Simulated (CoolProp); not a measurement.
Computed with CoolProp (reference Helmholtz-energy equation of state, Guder 2009).

**Question.** For sulfur hexafluoride, give the phase and the cp (kJ/(kg K)), cv (kJ/(kg K)), viscosity (µPa s) at 51.45 °C and 101 kPa; 236.35 °C and 101 kPa.

**Answer.** 
- 51.45 °C and 101 kPa: gas; cp 0.708, cv 0.649, viscosity 16.4
- 236.35 °C and 101 kPa: gas; cp 0.886, cv 0.828, viscosity 24.2

Viscosity comes from a separate model (Quiñones-Cisneros 2012).
